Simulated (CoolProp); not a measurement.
The fluid at 435.28 K and 0.103 MPa flows at 21 m/s in a round tube of 10 mm bore and 15 µm roughness, fully developed (64/Re and Nu = 3.66 if laminar; Colebrook and Gnielinski if turbulent). The same conditions are run with several fluids, on thermodynamics alone (safety and materials aside).

The numbers come from the reference Helmholtz-energy equation of state of each fluid (R13: Platzer 1990; normal hydrogen: Leachman 2009; nitrogen: Span 2000; ammonia: Gao 2020; ethylbenzene: Zhou 2012) in CoolProp. The equations of Platzer and Polt are older, rougher fits.

```tsv
fluid	Reynolds number	Darcy friction factor	pressure drop (Pa/m)	heat-transfer coefficient (W/(m² K))	mass flow (kg/h)
R13	31200	0.0269	?	185	17.7
normal hydrogen	1040	0.0615	77.7	89.9	0.340
nitrogen	7090	0.0358	629	81.8	4.73
ammonia	6650	?	390	102	2.89
ethylbenzene	65200	0.0246	?	387	18.6
```

Question: Fill in the missing entries.

Answer: 
- R13, pressure drop (Pa/m): 1770
- ammonia, Darcy friction factor: 0.0364
- ethylbenzene, pressure drop (Pa/m): 1700

Transport values come from each fluid's own correlations; those of R13, ethylbenzene are estimates that may be off by 10 % or more.
